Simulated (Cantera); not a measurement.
A closed system holds: 1 mol CaF2, 0.71 mol N2, 7.8 mol H2, equilibrated at 0.880 bar.

Method: chemical equilibrium by Gibbs-energy minimisation in Cantera with the NASA 1993 tables (ideal gas, pure condensed phases). Candidate condensed phases: Ca, CaF2; 25 gas species. The numbers say what is thermodynamically allowed, not how fast it happens.

x: gas mole fraction; n: condensed amount in mol.

```json
[
 {"T (K)": "848", "x H2": "0.916", "x N2": "0.0833", "x CaF2": "<1e-12", "x HF": "<1e-12", "x H": "1.94e-11", "x CaF": "<1e-12", "n CaF2(s)": "1.00", "n CaF2(l)": "0"},
 {"T (K)": "948", "x H2": "0.916", "x N2": "0.0834", "x CaF2": "<1e-12", "x HF": "2.67e-11", "x H": "5.35e-10", "x CaF": "<1e-12", "n CaF2(s)": "1.00", "n CaF2(l)": "0"},
 {"T (K)": "1048", "x H2": "0.917", "x N2": "0.0834", "x CaF2": "…", "x HF": "…", "x H": "…", "x CaF": "…", "n CaF2(s)": "1.00", "n CaF2(l)": "0"},
 {"T (K)": "1148", "x H2": "0.917", "x N2": "0.0834", "x CaF2": "…", "x HF": "…", "x H": "…", "x CaF": "…", "n CaF2(s)": "1.00", "n CaF2(l)": "0"},
 {"T (K)": "1248", "x H2": "0.917", "x N2": "0.0834", "x CaF2": "3.32e-9", "x HF": "1.30e-7", "x H": "4.77e-7", "x CaF": "3.73e-9", "n CaF2(s)": "1.000", "n CaF2(l)": "0"},
 {"T (K)": "1348", "x H2": "0.917", "x N2": "0.0834", "x CaF2": "6.37e-8", "x HF": "9.35e-7", "x H": "2.36e-6", "x CaF": "5.33e-8", "n CaF2(s)": "1.000", "n CaF2(l)": "0"},
 {"T (K)": "1448", "x H2": "0.917", "x N2": "0.0834", "x CaF2": "7.85e-7", "x HF": "5.10e-6", "x H": "9.41e-6", "x CaF": "5.12e-7", "n CaF2(s)": "1.000", "n CaF2(l)": "0"},
 {"T (K)": "1548", "x H2": "0.916", "x N2": "0.0834", "x CaF2": "6.64e-6", "x HF": "2.22e-5", "x H": "3.14e-5", "x CaF": "3.51e-6", "n CaF2(s)": "1.000", "n CaF2(l)": "0"},
 {"T (K)": "1648", "x H2": "0.916", "x N2": "0.0834", "x CaF2": "4.20e-5", "x HF": "8.04e-5", "x H": "9.09e-5", "x CaF": "1.84e-5", "n CaF2(s)": "0.999", "n CaF2(l)": "0"},
 {"T (K)": "1748", "x H2": "0.916", "x N2": "0.0834", "x CaF2": "0.000196", "x HF": "0.000245", "x H": "0.000233", "x CaF": "7.46e-5", "n CaF2(s)": "0", "n CaF2(l)": "0.997"},
 {"T (K)": "1848", "x H2": "0.914", "x N2": "0.0833", "x CaF2": "0.000723", "x HF": "0.000654", "x H": "0.000540", "x CaF": "0.000246", "n CaF2(s)": "0", "n CaF2(l)": "0.990"},
 {"T (K)": "1948", "x H2": "0.911", "x N2": "0.0830", "x CaF2": "0.00230", "x HF": "0.00158", "x H": "0.00115", "x CaF": "0.000707", "n CaF2(s)": "0", "n CaF2(l)": "0.971"},
 {"T (K)": "2048", "x H2": "0.903", "x N2": "0.0824", "x CaF2": "0.00647", "x HF": "0.00349", "x H": "0.00227", "x CaF": "0.00180", "n CaF2(s)": "0", "n CaF2(l)": "0.921"}
]
```

### Question
Some entries are withheld; supply them.

### Answer

- 1048, x CaF2: 1.48e-12
- 1048, x HF: 7.86e-10
- 1048, x H: 7.88e-9
- 1048, x CaF: 3.59e-12
- 1148, x CaF2: 9.99e-11
- 1148, x HF: 1.27e-8
- 1148, x H: 7.31e-8
- 1148, x CaF: 1.59e-10
